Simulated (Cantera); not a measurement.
Input: 1 mol LiOH, 0.016 mol O2, at 12.8 Torr.

Equilibrium computed with Cantera from the NASA thermochemical tables; the gas is ideal and each condensed phase is pure. Candidate condensed phases: H2O, Li, LiH, LiOH, Li2O; 17 gas species. The numbers say what is thermodynamically allowed, not how fast it happens.

Problem. At 650 °C, list the 3 most abundant gas species with their mole fractions, and the condensed phases.

Solution. H2O 0.969, O2 0.0310, LiOH 2.58e-5. Condensed: Li2O(s).
